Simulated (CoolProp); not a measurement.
Vapour-liquid equilibrium of benzene (1) + octamethylcyclotetrasiloxane (D4) (2) at 5.48 bar; x and y are mole fractions of (1).

Computed with CoolProp (multi-fluid Helmholtz-energy mixture model, Thol 2012 and Thol 2015; pair parameters Bell 2016).

```csv
x,"bubble temperature, mixture model (°C)","bubble temperature, Raoult's law (°C)","y, mixture model","y, Raoult's law"
0.05,249.7,243.6,0.130,0.250
0.125,238.2,227.0,0.321,0.495
0.2,226.2,213.5,0.489,0.648
0.275,214.6,202.3,0.625,0.749
0.35,203.9,192.9,0.727,0.818
0.425,194.2,184.9,0.802,0.867
0.5,185.6,177.9,0.858,0.902
0.575,178.0,171.7,0.898,0.929
0.65,171.2,166.3,0.929,0.949
0.725,165.1,161.4,0.953,0.965
0.8,159.5,157.0,0.971,0.978
0.875,154.4,153.0,0.985,0.988
0.95,149.7,149.3,0.995,0.996
```

The largest gap from Raoult's law is +12.7 K in bubble temperature, at x = 0.2. No azeotrope shows between x = 0.05 and 0.95.

Pair parameters are fitted to limited data, so mixtures are less certain than the pure fluids.
